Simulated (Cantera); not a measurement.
Charge: 1 mol Al2O3, 1.1 mol Cl2, 4.1 mol N2, 2.6 mol BCl3, held at 875 K and 698 Torr.

Equilibrium computed with Cantera from the NASA thermochemical tables; the gas is ideal and each condensed phase is pure. Condensed phases not in the tables: AlOCl, borates and borosilicate glass, alloys, solid solutions and most ternary compounds. Equilibrium is a limit: real reactors are often held back by kinetics, nucleation or transport.

| species | before | after |
|---|---|---|
| N2 | 0.538 | 0.542 |
| AlCl3 | 0.183 | 0.166 |
| Cl2 | 0.144 | 0.145 |
| Al2Cl6 | 0.0227 | 0.0303 |
| BCl3 | 0.0977 | 0.102 |
| B3O3Cl3 | 0.0154 | 0.0149 |
| Cl | 1.81e-5 | 1.10e-5 |
| Al2O3(s), mol | 0.131 | 0.141 |
| B2O3(l), mol | 0.752 | 0.746 |
Gas species are given as mole fractions.

Question: Which change was made?
(A) BCl3 from 2.6 to 5.8 mol
(B) pressure from 698 Torr to 300 Torr
(C) pressure from 698 Torr to 113 Torr
(D) temperature from 875 K to 850 K

Answer: D, temperature from 875 K to 850 K
